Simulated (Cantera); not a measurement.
Input (Python, Cantera) and output of one run.

```python
import numpy as np
import cantera as ct

gas_names = [...]  # 95 gases of nasa_gas.yaml made of C, F, H
cond_names = """
    C(gr) C6H6(L) C7H8(L) C8H18(L),n-octa
""".split()


# ... load() reads the species with a 1 bar reference pressure and builds the phases ...
atoms = {
    'CH3F': {'C': 1, 'H': 3, 'F': 1},
    'F2': {'F': 2},
    'H2': {'H': 2},
}
top_T = {'C(gr)': 4500}  # K; cautious upper limits of use, not melting points


# ... equilibrate(T, P, feed) seeds the gas with the atoms and calls Mixture.equilibrate('TP', solver="vcs", rtol=1e-11, max_steps=5000) ...
results = []
feed = {'CH3F': 1, 'F2': 0.19, 'H2': 0.11}  # mol
P = 40000  # Pa
for T in [1698, 1848, 1998, 2148, 2298, 2448, 2598, 2748, 2898]:
    mix = equilibrate(T, P, feed)
    results.append((T, P, feed, dict(zip(mix.species_names, mix.species_moles))))

top = {s: max(r[3][s] / sum(r[3][g] for g in gas_names) for r in results) for s in gas_names}
cols = sorted((s for s in top if top[s] > 0.0001), key=lambda s: -top[s])[:6]
seen = [c for c in cond_names if any(r[3].get(c, 0) > 1e-12 for r in results)]
print("log10 of partial pressures in bar; condensed amounts in mol")
print(f"{'T/K':>10s}" + "".join(f"{s[:9]:>10s}" for s in cols + seen))
for T, P, feed, n in results:
    ng = sum(n[g] for g in gas_names)
    print(f"{T:10.4g}" + "".join(f"{np.log10(max(n[s] / ng * P / 1e5, 1e-99)):10.3f}" for s in cols)
          + "".join(f"{n.get(c, 0):10.4g}" for c in seen))
```

Output:

```
log10 of partial pressures in bar; condensed amounts in mol
       T/K        HF        H2         H C2H2,acet         F       C2H     C(gr)
      1698    -0.620    -0.796    -4.238    -4.938    -8.075   -10.637    0.9997
      1848    -0.620    -0.796    -3.674    -4.386    -7.173    -9.234    0.9994
      1998    -0.620    -0.797    -3.193    -3.918    -6.406    -8.044    0.9985
      2148    -0.621    -0.800    -2.780    -3.518    -5.744    -7.023    0.9964
      2298    -0.622    -0.805    -2.421    -3.174    -5.166    -6.137    0.9922
      2448    -0.624    -0.815    -2.108    -2.878    -4.658    -5.364    0.9844
      2598    -0.628    -0.832    -1.835    -2.625    -4.205    -4.686    0.9714
      2748    -0.634    -0.859    -1.598    -2.413    -3.798    -4.089    0.9514
      2898    -0.644    -0.901    -1.393    -2.240    -3.427    -3.563    0.9215
```

These are equilibrium values from Cantera (NASA tables, ideal gas, pure condensed phases), not measurements of a reactor.
